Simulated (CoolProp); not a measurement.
Carbonyl sulfide at 293.15 K and 1.74 MPa is throttled through a valve to 0.563 MPa with no heat exchange. Each further row changes one setting.

The numbers come from the reference Helmholtz-energy equation of state, Lemmon 2006 in CoolProp. It is a short technical equation, of lower accuracy than the large ones.

```tsv
case	temperature change (K)	final phase	final density (kg/m³)
as stated	-24.8	___	___
outlet pressure 0.169 MPa	-58.5	___	21.8
outlet pressure 0.732 MPa	___	two-phase, vapour fraction 0.079	___
```

Task: Fill in the missing entries.

Result: 
- as stated, final phase: two-phase, vapour fraction 0.118
- as stated, final density (kg/m³): 127
- outlet pressure 0.169 MPa, final phase: two-phase, vapour fraction 0.246
- outlet pressure 0.732 MPa, temperature change (K): -16.0
- outlet pressure 0.732 MPa, final density (kg/m³): 219
